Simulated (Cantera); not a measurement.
A perfectly stirred reactor is fed with 3.12 % C3H8, 96.9 % H2, at 0.00128 atm; it is held at 2000 K, and followed from long to short residence time.

Model: GRI-Mech 3.0 (53 species, 325 reactions), integrated in Cantera. GRI-Mech 3.0 was tuned for natural gas; its chemistry of propane as a main component is partial and can be far from experiment. GRI-Mech 3.0 stops at C3 and has no aromatics, soot or wall deposition, so with more carbon than oxygen in the feed, carbon stays in small species such as C2H2 where larger ones or solid carbon would form. Radical loss at walls, strong at low pressure, is not modelled.

Problem. Predict: x(C3H8) at τ = 6.60 s; x(H2) at τ = 6.60 s; x(CH3) at τ = 6.60 s; x(C2H) at τ = 6.60 s; x(CH2) at τ = 6.60 s; x(C3H8) at τ = 15.0 ms; x(H2) at τ = 15.0 ms; x(CH3) at τ = 15.0 ms; x(C2H) at τ = 15.0 ms; x(CH2) at τ = 15.0 ms.

Solution. 
| Quantity | Result |
|---|---|
| x(C3H8) at τ = 6.60 s | 5.95e-7 |
| x(H2) at τ = 6.60 s | 0.943 |
| x(CH3) at τ = 6.60 s | 0.000638 |
| x(C2H) at τ = 6.60 s | 1.00e-5 |
| x(CH2) at τ = 6.60 s | 9.70e-6 |
| x(C3H8) at τ = 15.0 ms | 0.000331 |
| x(H2) at τ = 15.0 ms | 0.925 |
| x(CH3) at τ = 15.0 ms | 0.00739 |
| x(C2H) at τ = 15.0 ms | 3.54e-6 |
| x(CH2) at τ = 15.0 ms | 4.43e-5 |
